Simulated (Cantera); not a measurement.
Feed: 1 mol SiO₂, 1.8 mol MgCl₂, 0.23 mol O₂, at 1525 °C and 13.5 Torr.

These are equilibrium values from Cantera (NASA tables, ideal gas, pure condensed phases), not measurements of a reactor. Candidate condensed phases: Mg, MgCl₂, MgO, MgSiO₃, Mg₂SiO₄, Si, SiO₂; 20 gas species. Mutual solubility and eutectic melting of coexisting phases are not modelled. The tables hold silica as quartz up to 1696 K and as liquid above; real silica turns to tridymite and cristobalite and melts near 1996 K. Condensed phases not in the tables: alloys, solid solutions and most ternary compounds. Equilibrium is a limit: real reactors are often held back by kinetics, nucleation or transport.

Base state: MgCl₂ 0.624, Cl 0.347, Cl₂ 0.0221, O₂ 0.00695, O 7.42e-5, ClO 6.92e-5 (mole fractions); condensed: MgSiO₃(s) + SiO₂(condensed).

Problem. What changes in the equilibrium state with this change: pressure from 13.5 Torr to 2030 Torr?

Solution. 
| species | before | after |
|---|---|---|
| MgCl₂ | 0.624 | 0.716 |
| Cl₂ | 0.0221 | 0.196 |
| Cl | 0.347 | 0.0844 |
| SiCl₄ | 1.22e-6 | 0.000240 |
| O | 7.42e-5 | 3.83e-6 |
| O₂ | 0.00695 | 0.00278 |
| MgSiO₃(s), mol | 0.429 | 0.450 |
| SiO₂(condensed), mol | 0.571 | 0.549 |
